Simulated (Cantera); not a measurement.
Ignition delay

Mixture: 5.34 % CH4, 18.8 % O2, 70.6 % N2, 5.34 % CO2, equivalence ratio 0.57, at 3750 Torr, adiabatic and at constant pressure. Ignition delay is the time to a rise of 400 K.

Detailed kinetics in Cantera: GRI-Mech 3.0 (53 species, 325 reactions).

```json
[
 {"T0 (K)": "1200", "delay (ms)": "8.16"},
 {"T0 (K)": "1250", "delay (ms)": "4.37"},
 {"T0 (K)": "1300", "delay (ms)": "2.41"},
 {"T0 (K)": "1350", "delay (ms)": "1.37"},
 {"T0 (K)": "1400", "delay (ms)": "0.797"},
 {"T0 (K)": "1450", "delay (ms)": "0.478"},
 {"T0 (K)": "1500", "delay (ms)": "0.294"}
]
```

```
Quantity                                                Result
--------------------------------------------------  ----------
apparent activation energy between 1400 and 1500 K  170 kJ/mol
```
